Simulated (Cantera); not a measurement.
Charge: 1 mol SiH₂Cl₂, 0.037 mol C₂H₂, 99 mol H₂, held at 760 Pa.

Equilibrium computed with Cantera from the NASA thermochemical tables; the gas is ideal and each condensed phase is pure. Candidate condensed phases: C, C₆H₆, C₇H₈, C₈H₁₈, Si, SiC; 109 gas species. Mutual solubility and eutectic melting of coexisting phases are not modelled. The tables' values for SiCl, SiCl₃ are old estimates; treat these amounts as uncertain. Gases not in the tables: Si₂H₆ and higher silanes. Rates play no part.

x: gas mole fraction; n: condensed amount in mol.

| T (K) | x H₂ | x H | x HCl | x Si | x Cl | x SiCl₂ | x SiH | n Si(s) | n SiC(s) | n Si(l) |
|---|---|---|---|---|---|---|---|---|---|---|
| 1148 | 0.981 | 8.14e-7 | 0.0178 | [?] | 1.30e-8 | 0.000712 | 4.41e-11 | 0.838 | 0.0740 | 0 |
| 1298 | 0.981 | 1.22e-5 | 0.0180 | [?] | 1.88e-7 | 0.000876 | 3.87e-9 | 0.835 | 0.0740 | 0 |
| 1448 | 0.981 | 0.000105 | 0.0178 | [?] | 1.55e-6 | 0.000993 | 1.33e-7 | 0.825 | 0.0740 | 0 |
| 1598 | 0.981 | 0.000605 | 0.0176 | [?] | 8.58e-6 | 0.00109 | 2.33e-6 | 0.813 | 0.0740 | 0 |
| 1748 | 0.978 | 0.00259 | 0.0176 | [?] | 3.59e-5 | 0.00105 | 2.20e-5 | 0 | 0.0738 | 0.792 |
| 1898 | 0.971 | 0.00883 | 0.0177 | [?] | 0.000121 | 0.000873 | 0.000121 | 0 | 0.0710 | 0.636 |
| 2048 | 0.948 | 0.0250 | 0.0177 | [?] | 0.000345 | 0.000548 | 0.000377 | 0 | 0.0466 | 0 |
| 2198 | 0.911 | 0.0610 | 0.0177 | 0.00831 | 0.000864 | 0.000117 | 0.000307 | 0 | 0 | 0 |
| 2348 | 0.842 | 0.130 | 0.0164 | 0.00859 | 0.00181 | 2.46e-5 | 0.000232 | 0 | 0 | 0 |

Task: Complete the blanks.

Result: 
- 1148, x Si: 2.40e-11
- 1298, x Si: 5.35e-9
- 1448, x Si: 3.85e-7
- 1598, x Si: 1.23e-5
- 1748, x Si: 0.000192
- 1898, x Si: 0.00162
- 2048, x Si: 0.00730
